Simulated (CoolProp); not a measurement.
Vapour-liquid equilibrium of n-pentane (1) + benzene (2) at 413.6 K; x and y are mole fractions of (1).

Computed with CoolProp (multi-fluid Helmholtz-energy mixture model, Thol 2019 and Thol 2012; pair parameters Bell 2016).

**Question.** Give the bubble pressure and the first vapour's composition at x = 0.125, 0.275, 0.95. Is there an azeotrope?

**Answer.** x = 0.125: 631.7 kPa, y = 0.309; x = 0.275: 782.8 kPa, y = 0.508; x = 0.95: 1305 kPa, y = 0.969. No azeotrope shows between x = 0.05 and 0.95.

Pair parameters are fitted to limited data, so mixtures are less certain than the pure fluids.
